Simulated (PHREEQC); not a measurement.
Synthetic water in mmol/kgw, 28 °C, pH 7.38, pe 0.5:

```tsv
constituent	mmol/kgw
Na	0.499
K	0.167
Ca	0.295
Mg	0.0319
Cl	0.0905
S(6)	0.46
Alkalinity (meq/kgw)	0.304
Fe(2)	0.000185
```

Valence states are taken as typed.

Equilibrium calculation in PHREEQC: ion-association model, wateq4f.dat.

No solid was allowed to form.

Order these C species by the share of C that they hold, largest first: CaHCO3+, CO2, HCO3-, CO3-2.

HCO3- (92 %), CO2 (7.9 %), CaHCO3+ (0.28 %), CO3-2 (0.13 %)

The pH is 7.38 and the ionic strength 0.00202 mol/kgw.
